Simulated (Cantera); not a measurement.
Thermodynamics of oxide etching and cleaning by halides, feed SiO2 + HBr + N2

Input: 1 mol SiO2, 9.7 mol HBr, 0.36 mol N2, held at 750 Torr.

Method: chemical equilibrium by Gibbs-energy minimisation in Cantera with the NASA 1993 tables (ideal gas, pure condensed phases). Candidate condensed phases: Br2, H2O, Si, SiO2, Si2N2O, Si3N4; 45 gas species. The tables' values for SiBr3 are old estimates; treat these amounts as uncertain. The tables hold silica as quartz up to 1696 K and as liquid above; real silica turns to tridymite and cristobalite and melts near 1996 K. Kinetics and transport are ignored.

| T (K) | log p HBr | log p Br | log p N2 | log p H2 | log p Br2 | log p H2O | log p SiBr4 | log p SiBr3 | n SiO2(β-quartz) |
|---|---|---|---|---|---|---|---|---|---|
| 1075 | -0.02 | -3.40 | -1.45 | -2.95 | -3.04 | -3.89 | -4.19 | -8.99 | 0.999 |
| 1125 | -0.02 | -3.14 | -1.45 | -2.82 | -2.94 | -3.78 | -4.08 | -8.45 | 0.999 |
| 1175 | -0.02 | -2.90 | -1.45 | -2.69 | -2.85 | -3.68 | -3.98 | -7.95 | 0.999 |
| 1225 | -0.02 | -2.69 | -1.45 | -2.57 | -2.78 | -3.59 | -3.89 | -7.49 | 0.999 |
| 1275 | -0.02 | -2.49 | -1.45 | -2.45 | -2.71 | -3.51 | -3.81 | -7.06 | 0.998 |
| 1325 | -0.02 | -2.31 | -1.45 | -2.34 | -2.66 | -3.43 | -3.73 | -6.67 | 0.998 |
| 1375 | -0.02 | -2.15 | -1.45 | -2.23 | -2.62 | -3.36 | -3.67 | -6.30 | 0.998 |
| 1425 | -0.03 | -2.00 | -1.45 | -2.12 | -2.59 | -3.30 | -3.60 | -5.96 | 0.997 |
| 1475 | -0.03 | -1.86 | -1.45 | -2.02 | -2.56 | -3.24 | -3.55 | -5.64 | 0.997 |
| 1525 | -0.03 | -1.74 | -1.45 | -1.92 | -2.54 | -3.19 | -3.50 | -5.34 | 0.997 |
| 1575 | -0.04 | -1.62 | -1.45 | -1.82 | -2.52 | -3.14 | -3.45 | -5.06 | 0.996 |
| 1625 | -0.04 | -1.51 | -1.45 | -1.73 | -2.51 | -3.09 | -3.42 | -4.81 | 0.996 |
| 1675 | -0.05 | -1.41 | -1.45 | -1.65 | -2.50 | -3.04 | -3.40 | -4.57 | 0.995 |
log p: log10 of the partial pressure in bar; n: condensed amount in mol.

From 1075 K to 1675 K the condensed part is SiO2(β-quartz). The main Si-bearing gas is SiBr4 throughout.
